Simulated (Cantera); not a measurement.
Cantera with NASA thermochemical tables; ideal gases at 1 bar, condensed phases pure. Values are per mole of reaction as written; species without (g) are pure solids or liquids, kept so even where they would boil at 1 bar.

a) 0.6667 Cr + O2(g) ⇌ 0.6667 CrO3(g)
b) Nb + O2(g) ⇌ NbO2
c) 2 H2(g) + O2(g) ⇌ 2 H2O(g)

**Question.** Order these by ΔG° at 2498 K, most negative first.

**Answer.** b (-390 kJ), c (-213 kJ), a (-69 kJ)
